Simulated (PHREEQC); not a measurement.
Dissolve 0.0054 mol/kgw Cu(NO3)2, 0.003 mol/kgw HBF4 and 6.4e-05 mol/kgw H3BO3 at 20 °C. Closed to the air; pH follows from the charge balance.

Equilibrium calculation in PHREEQC: ion-association model, wateq4f.dat.

This is a speciation only: nothing precipitates in the calculation.

Order these B species by the share of B that they hold, largest first: BF4-, BF3OH-, H3BO3, BF2(OH)2-.

BF4- (59 %), H3BO3 (32 %), BF3OH- (6.7 %), BF2(OH)2- (2.6 %)

Order these F species by the share of F that they hold, largest first: BF2(OH)2-, F-, HF, BF4-, BF3OH-.

BF4- (60 %), HF (25 %), F- (7.6 %), BF3OH- (5.1 %), BF2(OH)2- (1.3 %)

The pH is 2.56 and the ionic strength 0.0192 mol/kgw. Real BF4- forms and hydrolyses slowly; the run takes it at equilibrium.
